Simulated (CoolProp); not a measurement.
50 sccm (0 °C, 1 atm) of nitrogen bubbles through liquid hexamethyldisiloxane (MM) at 301.1 K and leaves saturated at a total pressure of 0.106 MPa (ideal gas phase). Each further row changes one setting.

The numbers come from the reference Helmholtz-energy equation of state, Thol 2016 in CoolProp.

```json
[
 {"case": "as stated", "vapour pressure (kPa)": "6.46", "mole fraction of vapour": "0.0610", "delivery (mg/min)": "23.5", "delivery (sccm)": "(withheld)", "change of delivery for a bath 1 K warmer (%)": "(withheld)"},
 {"case": "bath temperature 306.1 K", "vapour pressure (kPa)": "(withheld)", "mole fraction of vapour": "0.0777", "delivery (mg/min)": "30.5", "delivery (sccm)": "(withheld)", "change of delivery for a bath 1 K warmer (%)": "5.3"},
 {"case": "total pressure 0.212 MPa", "vapour pressure (kPa)": "6.46", "mole fraction of vapour": "0.0305", "delivery (mg/min)": "11.4", "delivery (sccm)": "1.57", "change of delivery for a bath 1 K warmer (%)": "(withheld)"}
]
```

**Question.** Some entries are withheld; supply them.

**Answer.** 
- as stated, delivery (sccm): 3.25
- as stated, change of delivery for a bath 1 K warmer (%): 5.4
- bath temperature 306.1 K, vapour pressure (kPa): 8.24
- bath temperature 306.1 K, delivery (sccm): 4.21
- total pressure 0.212 MPa, change of delivery for a bath 1 K warmer (%): 5.2
